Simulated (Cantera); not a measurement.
An adiabatic, constant-pressure homogeneous reactor starts with 10.2 % CH4, 18.6 % O2, 69.7 % N2, 1.53 % CO2, at 1450 K and 1.00 bar.

Model: GRI-Mech 3.0 (53 species, 325 reactions), integrated in Cantera.

x: mole fraction; the columns are a selection and need not sum to one.

```json
[
 {"t (s)": "1.00e-6", "T (K)": "1450", "x CH4": "0.102", "x O2": "0.186", "x CH2": "<1e-12", "x C2H": "<1e-12", "x H2O2": "9.93e-11", "x NO": "<1e-12"},
 {"t (s)": "2.90e-6", "T (K)": "1450", "x CH4": "0.102", "x O2": "0.186", "x CH2": "<1e-12", "x C2H": "<1e-12", "x H2O2": "7.81e-10", "x NO": "<1e-12"},
 {"t (s)": "8.42e-6", "T (K)": "1450", "x CH4": "0.102", "x O2": "0.186", "x CH2": "<1e-12", "x C2H": "<1e-12", "x H2O2": "___", "x NO": "<1e-12"},
 {"t (s)": "2.44e-5", "T (K)": "1450", "x CH4": "0.102", "x O2": "0.186", "x CH2": "<1e-12", "x C2H": "<1e-12", "x H2O2": "___", "x NO": "<1e-12"},
 {"t (s)": "7.09e-5", "T (K)": "1450", "x CH4": "0.102", "x O2": "0.186", "x CH2": "1.84e-12", "x C2H": "<1e-12", "x H2O2": "___", "x NO": "<1e-12"},
 {"t (s)": "0.000206", "T (K)": "1450", "x CH4": "0.102", "x O2": "0.185", "x CH2": "3.54e-11", "x C2H": "<1e-12", "x H2O2": "___", "x NO": "<1e-12"},
 {"t (s)": "0.000597", "T (K)": "1451", "x CH4": "0.101", "x O2": "0.185", "x CH2": "5.19e-10", "x C2H": "<1e-12", "x H2O2": "___", "x NO": "<1e-12"},
 {"t (s)": "0.00173", "T (K)": "1483", "x CH4": "0.0941", "x O2": "0.180", "x CH2": "1.96e-8", "x C2H": "4.63e-12", "x H2O2": "___", "x NO": "7.28e-12"},
 {"t (s)": "0.00503", "T (K)": "2712", "x CH4": "<1e-12", "x O2": "0.0130", "x CH2": "<1e-12", "x C2H": "<1e-12", "x H2O2": "1.95e-7", "x NO": "0.00557"},
 {"t (s)": "0.0146", "T (K)": "2709", "x CH4": "<1e-12", "x O2": "0.0125", "x CH2": "<1e-12", "x C2H": "<1e-12", "x H2O2": "1.90e-7", "x NO": "0.00721"},
 {"t (s)": "0.0423", "T (K)": "2709", "x CH4": "<1e-12", "x O2": "0.0125", "x CH2": "<1e-12", "x C2H": "<1e-12", "x H2O2": "1.90e-7", "x NO": "0.00722"},
 {"t (s)": "0.123", "T (K)": "2709", "x CH4": "<1e-12", "x O2": "0.0125", "x CH2": "<1e-12", "x C2H": "<1e-12", "x H2O2": "1.90e-7", "x NO": "0.00722"},
 {"t (s)": "0.356", "T (K)": "2709", "x CH4": "<1e-12", "x O2": "0.0125", "x CH2": "<1e-12", "x C2H": "<1e-12", "x H2O2": "1.90e-7", "x NO": "0.00722"},
 {"t (s)": "1.03", "T (K)": "2709", "x CH4": "<1e-12", "x O2": "0.0125", "x CH2": "<1e-12", "x C2H": "<1e-12", "x H2O2": "1.90e-7", "x NO": "0.00722"},
 {"t (s)": "3.00", "T (K)": "2709", "x CH4": "<1e-12", "x O2": "0.0125", "x CH2": "<1e-12", "x C2H": "<1e-12", "x H2O2": "1.90e-7", "x NO": "0.00722"}
]
```

**Question.** Some entries are withheld; supply them.

**Answer.** 
- 8.42e-6, x H2O2: 5.46e-9
- 2.44e-5, x H2O2: 2.90e-8
- 7.09e-5, x H2O2: 1.00e-7
- 0.000206, x H2O2: 1.97e-7
- 0.000597, x H2O2: 3.31e-7
- 0.00173, x H2O2: 4.41e-6
